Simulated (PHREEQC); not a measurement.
## Buffer: speciation

Consider water at 25 °C with 72 mmol/kgw KHCO3 and 0.3 mmol/kgw Na2B4O7. Closed to the air; pH follows from the charge balance.

Computed with PHREEQC (ion-association model, wateq4f.dat).

Each row changes one thing in this solution. Precipitation was switched off in this run.

| case | pH | ionic strength (mol/kgw) | H3BO3 (mol/kgw) | Na+ (mol/kgw) | H2BO3- (mol/kgw) |
|---|---|---|---|---|---|
| as made | 8.26 | 0.0737 | 0.00105 | 0.000580 | 0.000145 |
| Na2B4O7 from 0.0003 to 0.00033 mol/kgw | ___ | 0.0738 | 0.00116 | 0.000638 | 0.000163 |
| diluted 5-fold with water | 8.35 | 0.0147 | 0.000209 | 0.000119 | 3.09e-5 |
| Na2B4O7 from 0.0003 to 0.0006 mol/kgw | 8.35 | 0.0746 | 0.00205 | 0.00116 | 0.000348 |
| 0.0099 mol/kgw LiOH added | 9.23 | ___ | 0.000518 | 0.000549 | 0.000682 |
| KHCO3 from 0.072 to 0.0648 mol/kgw | 8.28 | 0.0664 | 0.00105 | 0.000582 | 0.000149 |
| KHCO3 replaced by KCl at the same molality | 9.10 | ___ | 0.000616 | 0.000600 | 0.000584 |
| KHCO3 left out | 9.20 | 0.000600 | 0.000616 | 0.000600 | 0.000584 |

Some entries are withheld; supply them.


- Na2B4O7 from 0.0003 to 0.00033 mol/kgw, pH: 8.27
- 0.0099 mol/kgw LiOH added, ionic strength (mol/kgw): 0.0923
- KHCO3 replaced by KCl at the same molality, ionic strength (mol/kgw): 0.0726
